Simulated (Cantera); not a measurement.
A closed system holds: 1 mol SiHCl3, 38 mol N2, equilibrated at 1950 K and 0.750 Torr.

Method: chemical equilibrium by Gibbs-energy minimisation in Cantera with the NASA 1993 tables (ideal gas, pure condensed phases). The tables' values for SiCl, SiCl3, SiN are old estimates; treat these amounts as uncertain. Rates play no part.

```csv
species,before,after
N2,0.943,0.951
SiCl2,0.0225,0.0236
HCl,0.0183,0.0230
Cl,0.0102,0.000433
Si,0.00150,2.40e-7
SiN,1.36e-5,8.62e-9
SiCl4,2.98e-7,0.000178
SiCl,0.000678,3.36e-6
H,0.00177,2.28e-5
SiCl3,7.35e-5,0.00119
```
Gas species are given as mole fractions.

Question: Name the change that produced these shifts.
A. temperature from 1950 K to 1523 K
B. temperature from 1950 K to 1975 K
C. SiHCl3 replaced by SiH2Cl2
D. pressure from 0.750 Torr to 750 Torr

Answer: A, temperature from 1950 K to 1523 K. The tables' values for SiCl3 are old estimates; treat these amounts as uncertain
